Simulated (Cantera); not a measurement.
An isothermal, constant-pressure homogeneous reactor starts with H2 : O2 = 0.023 : 1 (molar parts), equivalence ratio 0.011, at 1150 K and 0.0132 atm.

Model: the H2/O2 subset of GRI-Mech 3.0, which has no nitrogen chemistry, integrated in Cantera. Radical loss at walls, strong at low pressure, is not modelled.

One state of this run: x H2 = 6.54e-5; x O2 = 0.972; x H2O = 0.0220; x HO2 = 1.43e-6; x H2O2 = 4.05e-8; x OH = 0.000808; x O = 0.00519. x: mole fraction; the columns are a selection and need not sum to one.

Problem. Which value of t (s) does it belong to?
(A) 0.000262
(B) 0.00116
(C) 0.451
(D) 0.102

Solution. D, 0.102
